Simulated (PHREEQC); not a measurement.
## Alkaline etch or developer (model solution)

Make-up at 25 °C: 0.29 mol NaOH per kg of water. Closed to the air; pH follows from the charge balance.

All values are PHREEQC results (ion-association model, wateq4f.dat), not measurements.

No solid was allowed to form.

Task: Estimate the pH, activity of water.

Result: pH 13.30; activity of water 0.990.

Species that the database lacks are ignored.
